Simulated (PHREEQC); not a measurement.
Model water analysis in mg/L, 60 °C, pH 5.81, pe 8.4:

| constituent | mg/L |
|---|---|
| Na | 0.179 |
| K | 0.011 |
| Ca | 0.0221 |
| Mg | 0.00347 |
| Cl | 0.148 |
| S(6) as SO4 | 0.0549 |
| Alkalinity as HCO3 | 0.241 |
| B | 1.86e-05 |

Valence states are taken as typed.

Computed with PHREEQC (ion-association model, wateq4f.dat).

No solid was allowed to form.

**Question.** Predict the ionic strength, charge-balance error.

**Answer.** ionic strength 1.22e-5 mol/kgw; charge-balance error 0.9 %.

**Question.** In which forms is C present?

**Answer.** CO2 75 %, HCO3- 25 % of the C.

Constants without temperature data keep their 25 °C values here.
